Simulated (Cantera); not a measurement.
What does this Cantera script print?

```python
import numpy as np
import cantera as ct

gas_names = """
    H HO2 H2 H2O H2O2 O OH O2 O3 Ti TiO TiO2
""".split()
cond_names = """
    H2O(s) H2O(L) Ti(a) Ti(b) Ti(L) TiO(a) TiO(b) TiO(L) TiO2(ru) TiO2(L) Ti2O3(a) Ti2O3(b) Ti2O3(L)
    Ti3O5(a) Ti3O5(b) Ti3O5(L) Ti4O7(s) Ti4O7(L)
""".split()


# ... load() reads the species with a 1 bar reference pressure and builds the phases ...
atoms = {
    'Ti': {'Ti': 1},
    'O2': {'O': 2},
    'H2': {'H': 2},
}
top_T = {}  # K; cautious upper limits of use, not melting points


# ... equilibrate(T, P, feed) seeds the gas with the atoms and calls Mixture.equilibrate('TP', solver="vcs", rtol=1e-11, max_steps=5000) ...
results = []
feed = {'Ti': 1, 'O2': 0.086, 'H2': 2.5}  # mol
T = 1050  # K
P = 1333.22  # Pa
mix = equilibrate(T, P, feed)
results.append((T, P, feed, dict(zip(mix.species_names, mix.species_moles))))
x = sorted(zip(gas.X, gas.species_names), reverse=True)
print(f"T = {T:g} K  P = {P:g} Pa  gas = {mix.phase_moles(0):.4g} mol")
print("   x: " + "  ".join(f"{s} {v:.3e}" for v, s in x if v > 1e-06))
print("   condensed (mol): " + ("  ".join(f"{mix.phase(i).name} {mix.phase_moles(i):.4g}"
      for i in range(1, mix.n_phases) if mix.phase_moles(i) > 1e-12) or "none"))
```

Output:

```
T = 1050 K  P = 1333.22 Pa  gas = 2.5 mol
   x: H2 1.000e+00
   condensed (mol): Ti(a) 0.828  TiO(a) 0.172
```

Method: chemical equilibrium by Gibbs-energy minimisation in Cantera with the NASA 1993 tables (ideal gas, pure condensed phases). Mutual solubility and eutectic melting of coexisting phases are not modelled. TiO: taken at fixed stoichiometry. Condensed phases not in the tables: N, O or C dissolved in the metal.
